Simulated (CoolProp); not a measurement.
R407C along the isotherm 97.15 °C: Z from the reference equation and from simpler models built on Tc = 86.2 °C, pc = 4632 kPa, ω = 0.363; each cubic takes its own stable root.

The numbers come from the reference Helmholtz-energy equation of state, Lemmon 2003 in CoolProp. It is a pseudo-pure fit of the blend.

```tsv
p (kPa)	phase	reference
724	gas	0.9468
1450	gas	0.8898
2170	gas	0.8284
2890	gas	0.7606
3620	gas	0.6824
4340	gas	0.5902
5070	supercritical	0.4655
5790	supercritical	0.3037
6510	supercritical	0.2668
7240	supercritical	0.2714
7960	supercritical	0.2834
8680	supercritical	0.2981
9410	supercritical	0.3141
10100	supercritical	0.3298
10900	supercritical	0.3484
11600	supercritical	0.3648
```

**Question.** How far does each simpler model (van der Waals, Redlich-Kwong, Soave-Redlich-Kwong, Peng-Robinson) lie from the reference over these 16 states: mean and median of the absolute difference, and the worst?

**Answer.** 
- van der Waals: mean 21.5 %, median 22.8 %, worst +40.6 % at 97.15 °C and 11600 kPa
- Redlich-Kwong: mean 9.9 %, median 11.6 %, worst +18.8 % at 97.15 °C and 7240 kPa
- Soave-Redlich-Kwong: mean 13.7 %, median 18.6 %, worst +25.6 % at 97.15 °C and 6510 kPa
- Peng-Robinson: mean 6.5 %, median 7.2 %, worst +15.5 % at 97.15 °C and 6510 kPa
